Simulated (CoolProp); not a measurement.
n-undecane along the isotherm 620 K: fugacity coefficient from the reference equation and from simpler models built on Tc = 638.8 K, pc = 1990 kPa, ω = 0.539; each cubic takes its own stable root.

Model: reference Helmholtz-energy equation of state, Aleksandrov 2011, in CoolProp. It is a short technical equation, of lower accuracy than the large ones.

```
p (kPa)   phase  reference
-------  ------  ---------
31.5        gas     0.9931
53.1        gas     0.9884
89.6        gas     0.9805
151         gas     0.9673
255         gas     0.9450
431         gas     0.9077
727         gas     0.8460
1230        gas     0.7423
2070     liquid     0.5221
3490     liquid     0.3425
5900     liquid     0.2379
9950     liquid     0.1820
```

Question: How far does each simpler model (van der Waals, Redlich-Kwong, Soave-Redlich-Kwong) lie from the reference over these 12 states: mean and median of the absolute difference, and the worst?

Answer: 
- van der Waals: mean 14.2 %, median 3.5 %, worst +61.1 % at 620 K and 9950 kPa
- Redlich-Kwong: mean 7.0 %, median 2.0 %, worst +25.9 % at 620 K and 9950 kPa
- Soave-Redlich-Kwong: mean 4.9 %, median 1.6 %, worst +18.8 % at 620 K and 9950 kPa
